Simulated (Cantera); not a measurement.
A closed system holds: 1 mol V₂O₃, 970 mol H₂, held at 1948 K and 0.000450 bar.

These are equilibrium values from Cantera (NASA tables, ideal gas, pure condensed phases), not measurements of a reactor. Candidate condensed phases: H₂O, V, VO, V₂O₃, V₂O₄, V₂O₅; 12 gas species. Equilibrium is a limit: real reactors are often held back by kinetics, nucleation or transport.

Base state: H₂ 0.945, H 0.0518, VO 0.00126, H₂O 0.00100, V 0.000375, VO₂ 0.000368 (mole fractions); condensed: gas only.

What changes in the equilibrium state with this change: temperature from 1948 K to 1100 K?


| species | before | after |
|---|---|---|
| H₂ | 0.945 | 1.000 |
| H₂O | 0.00100 | 0.000173 |
| H | 0.0518 | 1.22e-6 |
| VO | 0.00126 | <1e-9 |
| V | 0.000375 | <1e-9 |
| VO₂ | 0.000368 | <1e-9 |
| VO(s), mol | 0 | 0.336 |
| V₂O₃(s), mol | 0 | 0.832 |
Mutual solubility and eutectic melting of coexisting phases are not modelled. VO: taken at fixed stoichiometry. Condensed phases not in the tables: the oxides between V₂O₃ and V₂O₅ other than VO₂.

What changes in the equilibrium state with this change: pressure from 0.000450 bar to 0.133 bar?


```csv
species,before,after
H₂,0.945,0.996
H,0.0518,0.00309
H₂O,0.00100,0.00103
VO,0.00126,6.37e-6
VO₂,0.000368,1.81e-6
V,0.000375,1.95e-6
"VO(s), mol",0,1.99
```
VO: taken at fixed stoichiometry.
